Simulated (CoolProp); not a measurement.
A single-stage vapour-compression cycle with the fluid: evaporating at 329.15 K (dew point), condensing at 395.15 K (bubble point), superheat 2 K, subcooling 8 K, compressor efficiency 0.75, no pressure losses. The same conditions are run with several fluids, on thermodynamics alone (safety and materials aside).

Model: reference Helmholtz-energy equation of state of each fluid (methanol: de Reuck 1993; R123: Younglove 1994; sulfur dioxide: Gao 2016; R1336mzz(Z): McLinden 2020; dimethyl carbonate: Zhou 2011; n-perfluorohexane: Gao 2022), in CoolProp.

| fluid | cooling COP | pressure ratio | discharge temperature (K) | refrigerating effect (kJ/kg) | volumetric capacity (kJ/m³) |
|---|---|---|---|---|---|
| methanol | 3.23 | … | … | 949 | 827 |
| R123 | … | 4.90 | 395.7 | … | 1450 |
| sulfur dioxide | 2.79 | 4.30 | 473.4 | 232 | 6100 |
| R1336mzz(Z) | 2.42 | 5.30 | 395.1 | 76.3 | 1080 |
| dimethyl carbonate | 3.15 | 8.53 | 402.6 | 288 | 284 |
| n-perfluorohexane | 1.40 | 6.14 | 395.1 | 19.9 | … |

Question: What belongs in the gaps?

Answer: 
- methanol, pressure ratio: 9.43
- methanol, discharge temperature (K): 501.9
- R123, cooling COP: 2.74
- R123, refrigerating effect (kJ/kg): 94.6
- n-perfluorohexane, volumetric capacity (kJ/m³): 254

The compression ends wet for: R1336mzz(Z); n-perfluorohexane.
